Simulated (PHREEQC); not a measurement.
Dissolve 0.23 mol HBr and 0.0014 mol NiCl2 per kg of water at 25 °C. Closed to the air; pH follows from the charge balance.

Model: ion-association model, wateq4f.dat, run in PHREEQC.

Precipitation was switched off in this run.

Task: What pH, activity of water does the model give?

Result: pH 0.74; activity of water 0.992.

Task: In which forms is Ni present?

Result: Ni+2 82 %, NiBr+ 18 % of the Ni.
